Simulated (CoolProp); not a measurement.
n-decane at several states: fugacity coefficient from the reference equation and from simpler models built on Tc = 617.7 K, pc = 2.101 MPa, ω = 0.488; each cubic takes its own stable root.

Computed with CoolProp (reference Helmholtz-energy equation of state, Lemmon 2006). It is a short technical equation, of lower accuracy than the large ones.

```csv
T (K),p (MPa),phase,reference
260.3,4.71,liquid,2.604e-6
536.2,0.0416,gas,0.9879
299.5,0.909,liquid,0.0002363
```

Problem. How far does each simpler model (van der Waals, Redlich-Kwong, Soave-Redlich-Kwong, Peng-Robinson) lie from the reference over these 3 states: mean and median of the absolute difference, and the worst?

Solution. 
- van der Waals: mean 103833.7 %, median 24043.0 %, worst +287457.6 % at 260.3 K and 4.71 MPa
- Redlich-Kwong: mean 1883.6 %, median 1457.3 %, worst +4193.4 % at 260.3 K and 4.71 MPa
- Soave-Redlich-Kwong: mean 3.8 %, median 0.8 %, worst +10.6 % at 260.3 K and 4.71 MPa
- Peng-Robinson: mean 16.3 %, median 14.2 %, worst +34.7 % at 260.3 K and 4.71 MPa
